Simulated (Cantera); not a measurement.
Input (Python, Cantera) and output of one run.

```python
import numpy as np
import cantera as ct

gas_names = """
    C CH CH2 CH3 CH4 C2 C2H C2H2,acetylene C2H2,vinylidene C2H3,vinyl C2H4 C2H5 C2H6 C3 C3H3,propargyl
    C3H4,allene C3H4,propyne C3H4,cyclo- C3H5,allyl C3H6,propylene C3H6,cyclo- C3H7,n-propyl
    C3H7,i-propyl C3H8 C4 C4H2 C4H4,1,3-cyclo- C4H6,butadiene C4H6,2-butyne C4H6,cyclo- C4H8,1-butene
    C4H8,cis2-buten C4H8,tr2-butene C4H8,isobutene C4H8,cyclo- C4H9,n-butyl C4H9,i-butyl C4H9,s-butyl
    C4H9,t-butyl C4H10,isobutane C4H10,n-butane C5 C5H6,1,3cyclo- C5H8,cyclo- C5H10,1-pentene
    C5H10,cyclo- C5H11,pentyl C5H11,t-pentyl C5H12,n-pentane C5H12,i-pentane CH3C(CH3)2CH3 C6H2
    C6H5,phenyl C6H6 C6H10,cyclo- C6H12,1-hexene C6H12,cyclo- C6H13,n-hexyl C7H7,benzyl C7H8
    C7H14,1-heptene C7H15,n-heptyl C7H16,n-heptane C8H8,styrene C8H10,ethylbenz C8H16,1-octene
    C8H17,n-octyl C8H18,isooctane C8H18,n-octane C9H19,n-nonyl C10H8,naphthale C10H21,n-decyl
    C12H9,o-bipheny C12H10,bipheny H H2 Ti
""".split()
cond_names = """
    C(gr) C6H6(L) C7H8(L) C8H18(L),n-octa Ti(a) Ti(b) Ti(L) TiC(s) TiC(L)
""".split()


def load(file, names, dense=False):
    # The tables refer to 1 bar. Condensed volumes are neglected.
    table = {s.name: s for s in ct.Species.list_from_file(file)}
    out = []
    for n in names:
        d = dict(table[n].input_data)
        d["thermo"] = dict(d["thermo"], **{"reference-pressure": 1e5})
        if dense:
            d["equation-of-state"] = {"model": "constant-volume", "density": "1e6 g/cm^3"}
        out.append(ct.Species.from_dict(d))
    return out


gas = ct.Solution(thermo="ideal-gas", species=load("nasa_gas.yaml", gas_names))
cond = {s.name: ct.Solution(thermo="fixed-stoichiometry", species=[s], name=s.name)
        for s in load("nasa_condensed.yaml", cond_names, dense=True)}
atoms = {
    'Ti': {'Ti': 1},
    'C3H8': {'C': 3, 'H': 8},
    'H2': {'H': 2},
}
top_T = {'C(gr)': 4500}  # K; cautious upper limits of use, not melting points


def equilibrate(T, P, feed):
    n = {}
    for name, mol in feed.items():
        for a, k in atoms[name].items():
            n[a] = n.get(a, 0.0) + k * mol
    gas.TPX = T, P, n
    mass = sum(n.values()) * gas.mean_molecular_weight
    gas.equilibrate("TP")
    valid = [c for c in cond.values() if c.min_temp <= T <= top_T.get(c.name, c.max_temp)]
    mix = ct.Mixture([(gas, mass / gas.mean_molecular_weight)] + [(c, 0.0) for c in valid])
    mix.T, mix.P = T, P
    mix.equilibrate("TP", solver="vcs", rtol=1e-11, max_steps=5000)
    return mix


results = []
feed = {'Ti': 1, 'C3H8': 1.4, 'H2': 4.3}  # mol
T = 1373  # K
P = 51000  # Pa
mix = equilibrate(T, P, feed)
results.append((T, P, feed, dict(zip(mix.species_names, mix.species_moles))))
print(gas.report(threshold=0.0001))
for i in range(1, mix.n_phases):
    print(f"{mix.phase(i).name:16s} {mix.phase_moles(i):12.5e} mol")
```

It prints:

```
       temperature   1373 K
          pressure   51000 Pa
           density   0.0091669 kg/m^3
  mean mol. weight   2.0519 kg/kmol
   phase of matter   gas

                          1 kg             1 kmol
                     ---------------   ---------------
          enthalpy        1.5674e+07        3.2161e+07  J
   internal energy         1.011e+07        2.0745e+07  J
           entropy             88723        1.8205e+05  J/K
    Gibbs function       -1.0614e+08        -2.178e+08  J
 heat capacity c_p             15585             31978  J/K
 heat capacity c_v             11532             23663  J/K

                      mass frac. Y      mole frac. X     chem. pot. / RT
                     ---------------   ---------------   ---------------
               CH4          0.019974         0.0025547           -40.079
                H2           0.97999           0.99744           -19.025
     [  +75 minor]        3.9805e-05        7.6342e-06

C(gr)             3.17472e+00 mol
Ti(b)             0.00000e+00 mol
TiC(s)            1.00000e+00 mol
```

These are equilibrium values from Cantera (NASA tables, ideal gas, pure condensed phases), not measurements of a reactor. TiC: taken at fixed stoichiometry.
